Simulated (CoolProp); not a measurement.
Vapour-liquid equilibrium of p-xylene (1) + n-decane (2) at 0.0418 MPa; x and y are mole fractions of (1).

Computed with CoolProp (multi-fluid Helmholtz-energy mixture model, Zhou 2012 and Lemmon 2006; pair parameters Bell 2016).

| x | bubble temperature, mixture model (K) | bubble temperature, Raoult's law (K) | y, mixture model | y, Raoult's law |
|---|---|---|---|---|
| 0.05 | 412.5 | 412.8 | 0.130 | 0.125 |
| 0.2 | 404.8 | 405.6 | 0.420 | 0.413 |
| 0.35 | 398.6 | 399.5 | 0.610 | 0.610 |
| 0.5 | 393.6 | 394.3 | 0.743 | 0.748 |
| 0.65 | 389.3 | 389.8 | 0.842 | 0.850 |
| 0.8 | 385.6 | 385.8 | 0.919 | 0.926 |
| 0.95 | 382.2 | 382.3 | 0.981 | 0.984 |

The largest gap from Raoult's law is -0.9 K in bubble temperature, at x = 0.35. No azeotrope shows between x = 0.05 and 0.95.

The pair parameters rest on a limited set of measurements; away from them the model extrapolates.
